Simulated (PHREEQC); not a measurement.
Consider water at 40 °C with 0.057 mol NaH2PO4, 0.024 mol Na2HPO4 and 0.00585 mol NaCl per kg of water. Closed to the air; pH follows from the charge balance.

Equilibrium calculation in PHREEQC: ion-association model, wateq4f.dat.

```yaml
pH: 6.41
ionic_strength: 0.132 mol/kgw
total_alkalinity: 24.0 meq/kg
```

| species | molality | activity | log γ |
|---|---|---|---|
| Na+ | 0.109 | 0.0832 | -0.119 |
| H2PO4- | 0.0570 | 0.0437 | -0.115 |
| HPO4-2 | 0.0224 | 0.00750 | -0.475 |
| Cl- | 0.00585 | 0.00432 | -0.132 |
| NaHPO4- | 0.00159 | 0.00122 | -0.115 |
| H3PO4 | 2.90e-6 | 2.99e-6 | 0.013 |
| H+ | 4.84e-7 | 3.92e-7 | -0.091 |
| PO4-3 | 1.35e-7 | 1.15e-8 | -1.070 |
| OH- | 9.92e-8 | 7.29e-8 | -0.134 |

This is a speciation only: nothing precipitates in the calculation. Species that the database lacks are ignored. H3PO4, which wateq4f.dat lacks, is added to it with the constant of phreeqc.dat. Away from 25 °C the constants follow the database's enthalpies or fits; those with neither stay at their 25 °C values.
